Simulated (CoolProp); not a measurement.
Oxygen along the isotherm 172.8 K: density (kg/m³) from the reference equation and from simpler models built on Tc = 154.6 K, pc = 5.046 MPa, ω = 0.022; each cubic takes its own stable root.

Values from CoolProp's reference Helmholtz-energy equation of state, Schmidt 1985.

| p (MPa) | phase | reference |
|---|---|---|
| 0.16 | gas | 3.591 |
| 0.284 | gas | 6.412 |
| 0.505 | gas | 11.53 |
| 0.897 | gas | 20.89 |
| 1.6 | gas | 38.70 |
| 2.84 | gas | 74.14 |
| 5.05 | supercritical | 157.5 |
| 8.97 | supercritical | 457.6 |
| 16 | supercritical | 706.7 |
| 28.4 | supercritical | 829.7 |
| 50.5 | supercritical | 933.6 |

Task: How far does each simpler model (ideal gas, van der Waals, Redlich-Kwong, Soave-Redlich-Kwong, Peng-Robinson) lie from the reference over these 11 states: mean and median of the absolute difference, and the worst?

Result: 
- ideal gas: mean 19.1 %, median 14.7 %, worst -56.3 % at 172.8 K and 8.97 MPa
- van der Waals: mean 5.9 %, median 0.4 %, worst -21.1 % at 172.8 K and 50.5 MPa
- Redlich-Kwong: mean 1.4 %, median 0.3 %, worst -6.6 % at 172.8 K and 8.97 MPa
- Soave-Redlich-Kwong: mean 1.6 %, median 0.2 %, worst -7.7 % at 172.8 K and 8.97 MPa
- Peng-Robinson: mean 3.0 %, median 1.3 %, worst +11.3 % at 172.8 K and 50.5 MPa
